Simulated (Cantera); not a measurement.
Input: 1 mol FeS2, 0.49 mol O2, 4.4 mol N2, at 1100 K and 13300 Pa.

Method: chemical equilibrium by Gibbs-energy minimisation in Cantera with the NASA 1993 tables (ideal gas, pure condensed phases). Candidate condensed phases: Fe, FeO, FeS, FeSO4, FeS2, Fe2O3, Fe2(SO4)3, Fe3O4, S; 19 gas species. FeS: taken at fixed stoichiometry. Gases not in the tables: S3 to S7. Equilibrium is a limit: real reactors are often held back by kinetics, nucleation or transport.

Base state: N2 0.855, SO2 0.0947, S2 0.0488, S2O 0.00108, SO 5.96e-5 (mole fractions); condensed: FeS(s).

Q: What changes in the equilibrium state with this change: N2 from 4.4 to 17 mol?

A: 
```json
[
 {"species": "N2", "before": "0.855", "after": "0.958"},
 {"species": "SO2", "before": "0.0947", "after": "0.0275"},
 {"species": "S2", "before": "0.0488", "after": "0.0142"},
 {"species": "S2O", "before": "0.00108", "after": "0.000230"},
 {"species": "SO", "before": "5.96e-5", "after": "2.36e-5"},
 {"species": "FeS(s), mol", "before": "1.00", "after": "1.00"}
]
```

Q: What changes in the equilibrium state with this change: N2 from 4.4 to 29 mol?

A: 
| species | before | after |
|---|---|---|
| N2 | 0.855 | 0.975 |
| SO2 | 0.0947 | 0.0164 |
| S2 | 0.0488 | 0.00848 |
| S2O | 0.00108 | 0.000121 |
| SO | 5.96e-5 | 1.60e-5 |
| FeS(s), mol | 1.00 | 1.00 |
